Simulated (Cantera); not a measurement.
Feed: 1 mol SiCl4, 8.1 mol N2, at 975 Torr.

Cantera equilibrium calculation (NASA polynomials, part measured and part estimated; ideal gas, pure solids and liquids). Candidate condensed phases: Si, Si3N4; 13 gas species. The tables' values for SiCl3 are old estimates; treat these amounts as uncertain. The numbers say what is thermodynamically allowed, not how fast it happens.

x: gas mole fraction; nothing condenses.

| T (K) | x N2 | x SiCl4 | x SiCl3 | x Cl | x Cl2 |
|---|---|---|---|---|---|
| 950 | 0.890 | 0.110 | 7.42e-8 | 2.45e-8 | 2.49e-8 |
| 1050 | 0.890 | 0.110 | 6.86e-7 | 3.04e-7 | 1.91e-7 |
| 1150 | 0.890 | 0.110 | 4.37e-6 | 2.39e-6 | 9.90e-7 |
| 1250 | 0.890 | 0.110 | 2.09e-5 | … | … |
| 1350 | 0.890 | 0.110 | 8.02e-5 | … | … |
| 1450 | 0.890 | 0.110 | 0.000256 | 0.000200 | 3.04e-5 |
| 1550 | 0.890 | 0.109 | 0.000703 | 0.000590 | 6.91e-5 |
| 1650 | 0.889 | 0.108 | 0.00170 | 0.00153 | 0.000142 |

Question: What belongs in the gaps?

Answer: 
- 1350, x Cl: 5.73e-5
- 1350, x Cl2: 1.17e-5
- 1250, x Cl: 1.34e-5
- 1250, x Cl2: 3.82e-6
